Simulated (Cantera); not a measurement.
A closed system holds: 1 mol FeCl3, 0.16 mol N2, 0.23 mol HCl, equilibrated at 0.100 Pa.

Method: chemical equilibrium by Gibbs-energy minimisation in Cantera with the NASA 1993 tables (ideal gas, pure condensed phases). Candidate condensed phases: Fe, FeCl2, FeCl3, NH4Cl; 18 gas species. The numbers say what is thermodynamically allowed, not how fast it happens.

### Question
At 1850 °C, list the 7 most abundant gas species with their mole fractions, and the condensed phases.

### Answer
Cl 0.698, Fe 0.217, H 0.0462, N2 0.0348, HCl 0.00342, H2 0.000166, FeCl 1.62e-5. Condensed: gas only.
